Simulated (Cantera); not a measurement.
Feed: 1 mol CF4, 0.1 mol HCl, held at 1.33 mbar.

Points: T (K) = 748, 823, 898, 973, 1048, 1123, 1198.

Cantera's Mixture.equilibrate('TP', solver="vcs", rtol=1e-11, max_steps=5000) on the NASA tables stopped like this:

```
ERROR: FAILURE its = 5001!

*******************************************************************************
CanteraError thrown by MultiPhase::equilibrate:
VCS solver failed. Return code: -1
*******************************************************************************
```

Q: What got this run through?

A: Several could match; the one computed here: The failure is numerical, not chemical. The same input converged with solver="gibbs", rtol=1e-10, max_steps=50000, and the result passed a check of the equilibrium conditions:
```
log10 of partial pressures in bar; condensed amounts in mol
       T/K       CF4        HF       HCL       CL2        CL     CCLF3     C(gr)
       748    -2.925    -4.352    -4.120    -4.724    -7.951    -5.188  0.007851
       823    -2.929    -4.209    -4.236    -4.564    -7.085    -5.154    0.0114
       898    -2.931    -4.113    -4.372    -4.460    -6.377    -5.139   0.01457
       973    -2.934    -4.051    -4.517    -4.399    -5.790    -5.139   0.01709
      1048    -2.936    -4.011    -4.668    -4.370    -5.298    -5.150   0.01897
      1123    -2.938    -3.986    -4.822    -4.379    -4.887    -5.176    0.0204
      1198    -2.941    -3.969    -4.988    -4.436    -4.553    -5.225   0.02153
```

The gas is ideal and each condensed phase is pure. Condensed phases not in the tables: fluorocarbon polymer. Gases not in the tables: C2F6 and larger saturated fluorocarbons.
